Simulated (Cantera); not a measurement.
An adiabatic, constant-volume homogeneous reactor starts with CH4 : CO : O2 : N2 = 1 : 0.078 : 1.85 : 6.97 (molar parts), at 1748 K and 7.60 bar. Integrator tolerance rtol = 1e-08.

Cantera simulation using GRI-Mech 3.0 (53 species, 325 reactions); the numbers are that mechanism's predictions, not measurements. Above 3000 K some thermodynamic fits are extrapolated.

Task: What does this change do: pressure from 7.60 bar to 0.230 bar?

Result: 
| quantity | before | after |
|---|---|---|
| time of steepest temperature rise | 28.0 µs | 0.580 ms |
| temperature at 7.00 s | 3186 K | 2831 K |
| equilibrium temperature | 3186 K | 2831 K |
| x(CH4) at 7.00 s | <1e-12 (gas-phase equilibrium <1e-12) | <1e-12 (gas-phase equilibrium <1e-12) |
| x(CO) at 7.00 s | 0.0606 (gas-phase equilibrium 0.0606) | 0.0660 (gas-phase equilibrium 0.0660) |
| x(O2) at 7.00 s | 0.0130 (gas-phase equilibrium 0.0130) | 0.0200 (gas-phase equilibrium 0.0200) |
| x(CH3) at 7.00 s | 3.89e-12 (gas-phase equilibrium 4.86e-12) | <1e-12 (gas-phase equilibrium <1e-12) |
| x(H2) at 7.00 s | 0.0271 (gas-phase equilibrium 0.0271) | 0.0342 (gas-phase equilibrium 0.0342) |
| x(C2H) at 7.00 s | <1e-12 (gas-phase equilibrium <1e-12) | <1e-12 (gas-phase equilibrium <1e-12) |
